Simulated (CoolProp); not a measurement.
Values from CoolProp's reference Helmholtz-energy equation of state, Lemmon 2006. It is a short technical equation, of lower accuracy than the large ones.

Question: For CH3F (R41), give the phase and the density (kg/m³), cv (kJ/(kg K)), Joule-Thomson coefficient (K/MPa), isothermal compressibility (1/MPa) at 151.85 °C and 1.36 MPa; 151.85 °C and 1.82 MPa; 151.85 °C and 2.27 MPa.

Answer: 
- 151.85 °C and 1.36 MPa: gas; density 13.6, cv 1.12, Joule-Thomson coefficient 6.59, isothermal compressibility 0.761
- 151.85 °C and 1.82 MPa: gas; density 18.4, cv 1.13, Joule-Thomson coefficient 6.53, isothermal compressibility 0.575
- 151.85 °C and 2.27 MPa: gas; density 23.2, cv 1.14, Joule-Thomson coefficient 6.48, isothermal compressibility 0.467
